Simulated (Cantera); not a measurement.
## Carbothermic reduction: SiO₂ + C + N₂

Feed: 1 mol SiO₂, 2.3 mol C, 7.7 mol N₂, at 8.00 bar.

Cantera equilibrium calculation (NASA polynomials, part measured and part estimated; ideal gas, pure solids and liquids). Candidate condensed phases: C, Si, SiC, SiO₂, Si₂N₂O, Si₃N₄; 34 gas species. N₂ is the only nitrogen source here; it is nearly inert below about 1500 K, so the nitride shown seldom forms there in practice. Mutual solubility and eutectic melting of coexisting phases are not modelled. The tables hold silica as quartz up to 1696 K and as liquid above; real silica turns to tridymite and cristobalite and melts near 1996 K. Rates play no part.

From 1175 K to 1525 K the condensed part is C(graphite) + SiO₂(β-quartz) + Si₂N₂O(s). From 1575 K to 1625 K the condensed part is C(graphite) + Si₂N₂O(s).

```tsv
T (K)	log p N₂	log p CO	log p CO₂	log p SiO	log p C₂N₂	n C(graphite)	n SiO₂(β-quartz)	n Si₂N₂O(s)
1175	0.90	-1.74	-5.05	-10.81	-10.57	2.28	0.988	0.00584
1225	0.90	-1.42	-4.72	-9.89	-10.00	2.26	0.976	0.0122
1275	0.90	-1.13	-4.41	-9.05	-9.48	2.23	0.952	0.0241
1325	0.90	-0.86	-4.12	-8.26	-9.00	2.16	0.909	0.0453
1375	0.89	-0.61	-3.86	-7.54	-8.56	2.06	0.837	0.0813
1425	0.88	-0.38	-3.63	-6.87	-8.15	1.88	0.720	0.140
1475	0.86	-0.16	-3.41	-6.24	-7.78	1.60	0.532	0.234
1525	0.84	0.03	-3.21	-5.65	-7.44	1.16	0.241	0.379
1575	0.82	0.14	-3.17	-5.13	-7.12	0.801	0	0.500
1625	0.82	0.14	-3.34	-4.71	-6.80	0.801	0	0.500
```
log p: log10 of the partial pressure in bar; n: condensed amount in mol.
